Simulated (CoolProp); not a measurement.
Vapour pressure (MPa) of methane: the reference equation beside estimates from Tc = 190.6 K, pc = 4.599 MPa, ω = 0.011.

Values from CoolProp's reference Helmholtz-energy equation of state, Setzmann 1991.

| T (K) | reference | Lee-Kesler | van der Waals | Redlich-Kwong | Soave-Redlich-Kwong | Peng-Robinson |
|---|---|---|---|---|---|---|
| 115.4 | 0.1364 | 0.1348 | 0.4213 | 0.1037 | 0.1334 | 0.1373 |
| 120.5 | 0.1983 | 0.1969 | 0.5374 | 0.1601 | 0.1954 | 0.1995 |
| 125.6 | 0.2794 | 0.2784 | 0.6732 | 0.2368 | 0.2771 | 0.2810 |
| 130.7 | 0.3830 | 0.3826 | 0.8301 | 0.3377 | 0.3819 | 0.3852 |
| 135.8 | 0.5125 | 0.5129 | 1.009 | 0.4668 | 0.5134 | 0.5155 |
| 140.9 | 0.6715 | 0.6727 | 1.212 | 0.6279 | 0.6753 | 0.6756 |
| 146 | 0.8637 | 0.8655 | 1.439 | 0.8248 | 0.8712 | 0.8693 |
| 151.1 | 1.093 | 1.095 | 1.692 | 1.061 | 1.105 | 1.100 |
| 156.2 | 1.362 | 1.364 | 1.971 | 1.341 | 1.380 | 1.372 |
| 161.3 | 1.677 | 1.678 | 2.277 | 1.667 | 1.701 | 1.690 |
| 166.4 | 2.040 | 2.040 | 2.612 | 2.044 | 2.070 | 2.057 |
| 171.4 | 2.448 | 2.448 | 2.968 | 2.464 | 2.483 | 2.468 |
| 176.5 | 2.922 | 2.922 | 3.360 | 2.949 | 2.961 | 2.946 |
| 181.6 | 3.462 | 3.462 | 3.782 | 3.492 | 3.498 | 3.485 |

Absolute difference from the reference over all 14 rows, mean and median: Lee-Kesler 0.2 and 0.1 %, van der Waals 77.9 and 60.7 %, Redlich-Kwong 7.0 and 3.7 %, Soave-Redlich-Kwong 1.1 and 1.2 %, Peng-Robinson 0.7 and 0.7 %.
